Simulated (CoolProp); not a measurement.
R124 along the isotherm 196.85 °C: fugacity coefficient from the reference equation and from simpler models built on Tc = 122.3 °C, pc = 3.624 MPa, ω = 0.288; each cubic takes its own stable root.

The numbers come from the reference Helmholtz-energy equation of state, de Vries 1995 in CoolProp.

```tsv
p (MPa)	phase	reference	van der Waals	Peng-Robinson
4.53	supercritical	0.7820	0.7645	0.7644
9.06	supercritical	0.6101	0.5716	0.5986
13.6	supercritical	0.5116	0.4894	0.5076
18.1	supercritical	0.4628	0.4584	0.4608
22.7	supercritical	0.4381	0.4512	0.4359
27.2	supercritical	0.4281	0.4585	0.4243
31.7	supercritical	0.4271	0.4758	0.4211
36.2	supercritical	0.4327	0.5013	0.4237
```
